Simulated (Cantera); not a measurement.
An isothermal, constant-pressure homogeneous reactor starts with C2H6 : N2 = 1 : 7.6 (molar parts), at 1773 K and 45.8 Torr. Integrator tolerance rtol = 1e-08.

Computed with Cantera and GRI-Mech 3.0 (53 species, 325 reactions). GRI-Mech 3.0 stops at C3 and has no aromatics, soot or wall deposition, so with more carbon than oxygen in the feed, carbon stays in small species such as C2H2 where larger ones or solid carbon would form.

Task: What does this change do: 0.42 parts H2O added?

Result: 
| quantity | before | after |
|---|---|---|
| x(C2H6) at 90.0 s | 5.08e-10 (gas-phase equilibrium 2.38e-10) | 5.57e-10 (gas-phase equilibrium 2.35e-10) |
| x(C2H4) at 90.0 s | 3.04e-5 (gas-phase equilibrium 1.39e-5) | 2.71e-5 (gas-phase equilibrium 1.12e-5) |
| x(H) at 90.0 s | 0.000503 (gas-phase equilibrium 0.000503) | 0.000556 (gas-phase equilibrium 0.000556) |
| x(C2H2) at 90.0 s | 0.0942 (gas-phase equilibrium 0.0430) | 0.0689 (gas-phase equilibrium 0.0286) |
| x(C2H) at 90.0 s | 1.96e-6 (gas-phase equilibrium 8.96e-7) | 1.30e-6 (gas-phase equilibrium 5.39e-7) |

Task: What does this change do: temperature 1773 to 1750 K?

Result: 
| quantity | before | after |
|---|---|---|
| x(C2H6) at 90.0 s | 5.08e-10 (gas-phase equilibrium 2.38e-10) | 6.87e-10 (gas-phase equilibrium 3.22e-10) |
| x(C2H4) at 90.0 s | 3.04e-5 (gas-phase equilibrium 1.39e-5) | 3.59e-5 (gas-phase equilibrium 1.66e-5) |
| x(H) at 90.0 s | 0.000503 (gas-phase equilibrium 0.000503) | 0.000411 (gas-phase equilibrium 0.000412) |
| x(C2H2) at 90.0 s | 0.0942 (gas-phase equilibrium 0.0430) | 0.0942 (gas-phase equilibrium 0.0435) |
| x(C2H) at 90.0 s | 1.96e-6 (gas-phase equilibrium 8.96e-7) | 1.45e-6 (gas-phase equilibrium 6.68e-7) |
